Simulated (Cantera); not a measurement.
Charge: 1 mol SiCl4, 15 mol NO, held at 1825 °C and 0.230 bar.

Equilibrium computed with Cantera from the NASA thermochemical tables; the gas is ideal and each condensed phase is pure. The tables hold silica as quartz up to 1696 K and as liquid above; real silica turns to tridymite and cristobalite and melts near 1996 K. Equilibrium is a limit: real reactors are often held back by kinetics, nucleation or transport.

```tsv
species	before	after
Cl	0.206	0.406
N2	0.415	0.335
O2	0.358	0.215
Cl2	0.00875	0.0341
ClO	0.000831	0.00127
NO	0.00939	0.00654
O	0.00171	0.00133
SiO2(l), mol	1.000	1.000
```
Gas species are given as mole fractions.

Task: Which change was made?
A. pressure from 0.230 bar to 15.0 mbar
B. NO from 15 to 5.7 mol
C. temperature from 1825 °C to 1102 °C
D. temperature from 1825 °C to 1377 °C

Result: B, NO from 15 to 5.7 mol
